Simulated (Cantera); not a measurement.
Input: 1 mol Si3N4, 3.8 mol Cl2, 51 mol H2, equilibrated at 100 Torr.

Cantera equilibrium calculation (NASA polynomials, part measured and part estimated; ideal gas, pure solids and liquids). Candidate condensed phases: NH4Cl, Si, Si3N4; 28 gas species. The tables' values for SiCl3, SiCl are old estimates; treat these amounts as uncertain. Gases not in the tables: Si2H6 and higher silanes. Equilibrium is a limit: real reactors are often held back by kinetics, nucleation or transport. All values below are at 1798 K.

Base state: H2 0.856, HCl 0.0827, N2 0.0352, SiCl2 0.0248, H 0.000892, SiCl3 0.000412, SiCl 6.61e-5, Cl 6.60e-5 (mole fractions); condensed: Si(l).

Problem. What changes in the equilibrium state with this change: Si3N4 replaced by AlN?

Solution. 
| species | before | after |
|---|---|---|
| H2 | 0.856 | 0.867 |
| HCl | 0.0827 | 0.105 |
| AlCl | 0 | 0.00911 |
| N2 | 0.0352 | 0.00902 |
| SiCl2 | 0.0248 | 0 |
| AlCl3 | 0 | 0.00506 |
| AlCl2 | 0 | 0.00387 |
| SiCl3 | 0.000412 | 0 |
| SiCl | 6.61e-5 | 0 |
| SiHCl3 | 2.86e-5 | 0 |
| Si(l), mol | 1.56 | 0 |
The tables' values for AlCl2 are old estimates; treat these amounts as uncertain. Further candidate phases: Al, AlCl3, AlN.
